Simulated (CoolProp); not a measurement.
Vapour-liquid equilibrium of n-pentane (1) + acetone (2) at 0.0245 MPa; x and y are mole fractions of (1).

Model: multi-fluid Helmholtz-energy mixture model, Thol 2019 and Lemmon 2006; pair parameters Bell 2016, in CoolProp.

```csv
x,bubble temperature (°C),y at the bubble point,dew temperature at overall composition x (°C),liquid density (mol/L)
0.05,10.3,0.386,18.8,13.41
0.2,-0.1,0.671,15.3,12.55
0.35,-2.2,0.719,11.3,11.67
0.5,-2.5,0.729,6.6,10.89
0.65,-2.6,0.737,0.8,10.21
0.8,-2.7,0.768,-2.5,9.631
0.95,-1.4,0.895,-0.7,9.115
```

y crosses x between x = 0.65 and 0.8: the model has an azeotrope there.

Pair parameters are fitted to limited data, so mixtures are less certain than the pure fluids. With so large a gap from Raoult's law the liquid may split in two, which this calculation doesn't test in full.
